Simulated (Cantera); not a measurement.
A Cantera script and its output.

```python
import numpy as np
import cantera as ct

gas = ct.Solution("gri30.yaml")


def delay(T, t_max=10):
    gas.TPX = T, 2300000, {'CO': 1, 'H2': 1.2, 'CH4': 0.075, 'O2': 1.25, 'N2': 4.7}
    reactor = ct.IdealGasReactor(gas, clone=False)
    net = ct.ReactorNet([reactor])
    net.rtol, net.atol = 1e-8, 1e-16
    while net.time < t_max:
        t_old, T_old = net.time, reactor.T
        net.step()
        if reactor.T > T + 400:  # ignition: a rise of 400 K
            return t_old + (T + 400 - T_old) / (reactor.T - T_old) * (net.time - t_old)
    return np.nan


taus = []
for T in [925, 1025, 1125, 1225, 1325, 1425, 1525, 1625]:
    taus.append(delay(T))
    print(f"T0 = {T:6g} K   tau = {taus[-1]:.4e} s")
```

Output:

```
T0 =    925 K   tau = 1.9503e-02 s
T0 =   1025 K   tau = 1.9460e-03 s
T0 =   1125 K   tau = 2.6525e-04 s
T0 =   1225 K   tau = 4.2086e-05 s
T0 =   1325 K   tau = 7.4254e-06 s
T0 =   1425 K   tau = 2.1240e-06 s
T0 =   1525 K   tau = 1.0360e-06 s
T0 =   1625 K   tau = 6.5159e-07 s
```

Detailed kinetics in Cantera: GRI-Mech 3.0 (53 species, 325 reactions). The pressure lies above the range GRI-Mech 3.0 was tuned for (to about 10 atm). Below about 1000 K GRI-Mech 3.0 lacks low-temperature oxidation paths. Below about 950 K walls govern HO2 and H2O2 in real vessels.
